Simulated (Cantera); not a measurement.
**Pyrogenic steam for wet oxidation**

An isothermal, constant-pressure homogeneous reactor starts with 37.5 % H2, 20.8 % O2, 41.7 % N2, at 1350 K and 0.150 bar.

Model: GRI-Mech 3.0 (53 species, 325 reactions), integrated in Cantera. The temperature is held fixed by assumption; the heat of reaction is taken as removed at once.

```tsv
t (s)	x H2	x O2	x HO2	x H2O2	x NO	x H
3.00e-5	0.375	0.208	3.34e-7	4.84e-9	<1e-12	3.97e-6
8.46e-5	0.358	0.201	1.18e-5	1.76e-7	5.37e-10	0.00998
0.000238	0.0538	0.0653	1.32e-5	1.66e-6	8.38e-6	0.126
0.000672	0.0362	0.0468	1.17e-5	2.05e-6	1.82e-5	0.0442
0.00189	0.0140	0.0321	8.43e-6	1.69e-6	2.11e-5	0.00747
0.00534	0.00316	0.0267	5.21e-6	8.37e-7	2.15e-5	0.000680
0.0151	0.000482	0.0257	1.71e-6	2.61e-7	2.16e-5	3.89e-5
0.0424	7.20e-5	0.0256	3.29e-7	6.50e-8	2.16e-5	2.30e-6
0.120	1.42e-5	0.0256	7.07e-8	1.70e-8	2.16e-5	2.10e-7
0.337	3.95e-6	0.0256	2.46e-8	5.44e-9	2.16e-5	3.16e-8
0.950	1.80e-6	0.0256	1.70e-8	2.64e-9	2.16e-5	9.79e-9
2.68	1.53e-6	0.0256	1.63e-8	2.27e-9	2.16e-5	7.68e-9
7.55	1.53e-6	0.0256	1.63e-8	2.27e-9	2.16e-5	7.66e-9
21.3	1.53e-6	0.0256	1.63e-8	2.27e-9	2.16e-5	7.66e-9
60.0	1.53e-6	0.0256	1.63e-8	2.27e-9	2.16e-5	7.66e-9
```
x: mole fraction; the columns are a selection and need not sum to one.

Equilibrium at this temperature and pressure: H2 1.53e-6, O2 0.0256, HO2 1.63e-8, H2O2 2.27e-9, NO 0.000153, H 7.67e-9 (gas phase only).
